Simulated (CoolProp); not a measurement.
Vapour-liquid equilibrium of propylene (1) + R152A (2) at 309.5 K; x and y are mole fractions of (1).

Computed with CoolProp (multi-fluid Helmholtz-energy mixture model, Lemmon 2013 and Outcalt 1996; pair parameters Bell 2016).

Problem. Give the bubble pressure and the first vapour's composition at x = 0.125, 0.2, 0.95. Is there an azeotrope?

Solution. x = 0.125: 1031 kPa, y = 0.262; x = 0.2: 1134 kPa, y = 0.366; x = 0.95: 1533 kPa, y = 0.945. y crosses x between x = 0.8 and 0.875: the model has an azeotrope there.

Pair parameters are fitted to limited data, so mixtures are less certain than the pure fluids.
